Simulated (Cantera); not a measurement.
Input: 1 mol Fe₂O₃, 3.6 mol CH₄, 4.2 mol H₂, at 1 atm.

Cantera equilibrium calculation (NASA polynomials, part measured and part estimated; ideal gas, pure solids and liquids). Candidate condensed phases: C, C₆H₆, C₇H₈, C₈H₁₈, Fe, Fe(CO)₅, FeO, Fe(OH)₂, Fe(OH)₃, Fe₂O₃, Fe₃O₄, H₂O; 114 gas species. Iron dissolves carbon and melts from about 1420 K in contact with it, which pure phases cannot show. Condensed phases not in the tables: cementite and carbon dissolved in iron. The numbers say what is thermodynamically allowed, not how fast it happens.

Question: What share of the Fe ends up in condensed phases as a function of T (K), at 1050, 1200, 1350, 1500, 1650, 1800, 1950, 2100, 2250, 2400, 2550?

Answer: 
| T (K) | Fe condensed (%) | as |
|---|---|---|
| 1050 | 100.0 | Fe(α) |
| 1200 | 100.0 | Fe(γ) |
| 1350 | 100.0 | Fe(γ) |
| 1500 | 100.0 | Fe(γ) |
| 1650 | 100.0 | Fe(γ) |
| 1800 | 100.0 | Fe(δ) |
| 1950 | 99.9 | Fe(l) |
| 2100 | 99.2 | Fe(l) |
| 2250 | 96.9 | Fe(l) |
| 2400 | 89.3 | Fe(l) |
| 2550 | 67.6 | Fe(l) |
